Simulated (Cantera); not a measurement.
What does this Cantera script print?

```python
import numpy as np
import cantera as ct

gas = ct.Solution("gri30.yaml")
gas.TPX = 1748, 13332, {'CH4': 1, 'H2O': 3.4}
reactor = ct.IdealGasConstPressureReactor(gas, energy="off", clone=False)
net = ct.ReactorNet([reactor])
net.rtol, net.atol = 1e-08, 1e-18
show = ['CH4', 'H2O', 'O2', 'C2H4', 'C2H6', 'OH']
times = np.geomspace(0.0001, 60, 10)

steps = ct.SolutionArray(gas, extra=["t"])
rows = []
print(f"{'t/s':>10s}{'T/K':>9s}{'P/Pa':>11s}" + "".join(f"{s:>11s}" for s in show))
for t in times:
    while net.time < t:
        t_next = net.step()
        steps.append(gas.state, t=t_next)
    rows.append([np.interp(t, steps.t, y) for y in (steps.T, steps.P, *steps(*show).X.T)])
    print(f"{t:10.3e}{rows[-1][0]:9.1f}{rows[-1][1]:11.4g}" + "".join(f"{x:11.3e}" for x in rows[-1][2:]))
rate = np.gradient(steps.T, steps.t)
print("integrator steps:", len(steps.t))
if steps.T.max() > steps.T[0] + 200:
    print(f"time of steepest temperature rise: {steps.t[rate.argmax()]:.4e} s")
gas.TPX = 1748, 13332, {'CH4': 1, 'H2O': 3.4}
gas.equilibrate("TP")
print(f"equilibrium (TP): T = {gas.T:.1f} K  " + "  ".join(f"{s} {gas[s].X[0]:.3e}" for s in show))
```

It prints:

```
       t/s      T/K       P/Pa        CH4        H2O         O2       C2H4       C2H6         OH
 1.000e-04   1748.0  1.333e+04  2.266e-01  7.725e-01  9.687e-13  6.698e-06  5.469e-06  6.091e-06
 4.385e-04   1748.0  1.333e+04  2.234e-01  7.714e-01  2.091e-10  4.664e-04  1.647e-04  2.252e-05
 1.923e-03   1748.0  1.333e+04  1.879e-01  7.540e-01  1.192e-08  8.396e-03  6.339e-04  4.720e-05
 8.434e-03   1748.0  1.333e+04  9.808e-02  6.861e-01  2.411e-08  2.760e-03  1.572e-04  4.197e-05
 3.699e-02   1748.0  1.333e+04  3.196e-02  6.112e-01  1.378e-08  3.519e-04  1.989e-05  4.267e-05
 1.622e-01   1748.0  1.333e+04  1.567e-02  5.037e-01  8.842e-09  1.231e-04  3.983e-06  3.304e-05
 7.114e-01   1748.0  1.333e+04  7.752e-03  3.924e-01  4.979e-09  3.074e-05  6.726e-07  2.147e-05
 3.120e+00   1748.0  1.333e+04  5.834e-04  3.505e-01  3.855e-09  2.218e-07  3.284e-09  1.777e-05
 1.368e+01   1748.0  1.333e+04  6.668e-10  3.493e-01  4.066e-09  3.749e-17  6.019e-21  1.826e-05
 6.000e+01   1748.0  1.333e+04  2.134e-10  3.493e-01  4.066e-09  8.047e-18  7.884e-22  1.826e-05
integrator steps: 1946
equilibrium (TP): T = 1748.0 K  CH4 2.687e-10  H2O 3.493e-01  O2 4.066e-09  C2H4 1.012e-17  C2H6 1.142e-21  OH 1.826e-05
```

Cantera simulation using GRI-Mech 3.0 (53 species, 325 reactions); the numbers are that mechanism's predictions, not measurements.
